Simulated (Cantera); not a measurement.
Charge: 1 mol Fe3O4, 0.031 mol HCl, held at 100 Torr.

Method: chemical equilibrium by Gibbs-energy minimisation in Cantera with the NASA 1993 tables (ideal gas, pure condensed phases). Candidate condensed phases: Fe, FeCl2, FeCl3, FeO, Fe(OH)2, Fe(OH)3, Fe2O3, Fe3O4, H2O; 22 gas species. Mutual solubility and eutectic melting of coexisting phases are not modelled. Equilibrium is a limit: real reactors are often held back by kinetics, nucleation or transport.

At 850 °C, list the 6 most abundant gas species with their mole fractions, and the condensed phases.

HCl 0.860, H2O 0.0745, FeCl2 0.0484, FeCl3 0.0165, Fe2Cl4 0.000546, Cl2 0.000202. Condensed: Fe2O3(s) + Fe3O4(s).
